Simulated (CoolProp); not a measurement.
Vapour-liquid equilibrium of ethane (1) + C2F6 (R116) (2) at 1.17 MPa; x and y are mole fractions of (1).

Computed with CoolProp (multi-fluid Helmholtz-energy mixture model, Bücker 2006 and Lemmon 2006; pair parameters Bell 2016).

```tsv
x	bubble temperature (K)	y at the bubble point	dew temperature at overall composition x (K)	liquid density (mol/L)
0.05	254.0	0.105	255.5	9.451
0.15	248.9	0.282	252.7	9.939
0.25	245.1	0.412	249.9	10.40
0.35	242.6	0.503	247.0	10.86
0.45	241.1	0.568	244.1	11.33
0.55	240.3	0.617	241.5	11.85
0.65	239.9	0.661	240.0	12.44
0.75	240.1	0.708	240.6	13.13
0.85	241.0	0.776	242.6	13.91
0.95	243.7	0.897	245.0	14.73
```

y crosses x between x = 0.65 and 0.75: the model has an azeotrope there.

The pair parameters rest on a limited set of measurements; away from them the model extrapolates.
